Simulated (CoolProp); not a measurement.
The numbers come from the reference Helmholtz-energy equation of state, Thol 2016 in CoolProp.

Problem. Give the vapour pressure (MPa), liquid density (kg/m³), vapour density (kg/m³), enthalpy of vaporisation (kJ/kg) of saturated hexamethyldisiloxane (MM) at 396.7 K.

Solution. 
| T (K) | p (MPa) | liquid density (kg/m³) | vapour density (kg/m³) | enthalpy of vaporisation (kJ/kg) |
|---|---|---|---|---|
| 396.7 | 0.189 | 646 | 10.3 | 180 |
